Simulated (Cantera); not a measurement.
What does this Cantera script print?

```python
import numpy as np
import cantera as ct

gas = ct.Solution("gri30.yaml")
gas.TPX = 1550, 34000, {'CH4': 1, 'O2': 6.67, 'N2': 25.1}
reactor = ct.IdealGasConstPressureReactor(gas, energy="on", clone=False)
net = ct.ReactorNet([reactor])
net.rtol, net.atol = 1e-08, 1e-16
show = ['CH4', 'O2', 'NO', 'C2H2', 'HO2', 'CH2CO']
times = np.geomspace(2e-06, 8, 10)

steps = ct.SolutionArray(gas, extra=["t"])
rows = []
print(f"{'t/s':>10s}{'T/K':>9s}{'P/Pa':>11s}" + "".join(f"{s:>11s}" for s in show))
for t in times:
    while net.time < t:
        t_next = net.step()
        steps.append(gas.state, t=t_next)
    rows.append([np.interp(t, steps.t, y) for y in (steps.T, steps.P, *steps(*show).X.T)])
    print(f"{t:10.3e}{rows[-1][0]:9.1f}{rows[-1][1]:11.4g}" + "".join(f"{x:11.3e}" for x in rows[-1][2:]))
rate = np.gradient(steps.T, steps.t)
print("integrator steps:", len(steps.t))
if steps.T.max() > steps.T[0] + 200:
    print(f"time of steepest temperature rise: {steps.t[rate.argmax()]:.4e} s")
gas.TPX = 1550, 34000, {'CH4': 1, 'O2': 6.67, 'N2': 25.1}
gas.equilibrate("HP")
print(f"equilibrium (HP): T = {gas.T:.1f} K  " + "  ".join(f"{s} {gas[s].X[0]:.3e}" for s in show))
```

Result:

```
       t/s      T/K       P/Pa        CH4         O2         NO       C2H2        HO2      CH2CO
 2.000e-06   1550.0    3.4e+04  3.052e-02  2.035e-01  1.962e-17  1.993e-21  3.086e-08  6.547e-24
 1.083e-05   1550.0    3.4e+04  3.052e-02  2.035e-01  1.023e-15  8.283e-18  1.662e-07  1.914e-19
 5.863e-05   1550.0    3.4e+04  3.051e-02  2.035e-01  1.238e-14  2.252e-14  8.737e-07  1.233e-15
 3.175e-04   1550.0    3.4e+04  3.048e-02  2.035e-01  2.228e-13  5.149e-11  4.069e-06  1.395e-11
 1.719e-03   1961.5    3.4e+04  2.846e-20  1.359e-01  7.131e-06  1.968e-25  3.937e-06  1.362e-22
 9.308e-03   2164.6    3.4e+04  1.068e-22  1.407e-01  1.733e-04  7.564e-27  2.190e-06  8.259e-25
 5.040e-02   2168.2    3.4e+04  2.294e-22  1.406e-01  6.605e-04  1.695e-27  2.294e-06  5.631e-25
 2.729e-01   2163.6    3.4e+04  2.124e-22  1.395e-01  2.954e-03  1.481e-27  2.246e-06  5.067e-25
 1.478e+00   2153.3    3.4e+04  1.777e-22  1.370e-01  8.094e-03  1.079e-27  2.140e-06  3.944e-25
 8.000e+00   2151.5    3.4e+04  1.723e-22  1.366e-01  8.969e-03  1.021e-27  2.122e-06  3.774e-25
integrator steps: 1843
time of steepest temperature rise: 1.4409e-03 s
equilibrium (HP): T = 2151.5 K  CH4 2.745e-22  O2 1.366e-01  NO 8.969e-03  C2H2 1.237e-27  HO2 2.122e-06  CH2CO 5.081e-25
```

Computed with Cantera and GRI-Mech 3.0 (53 species, 325 reactions).
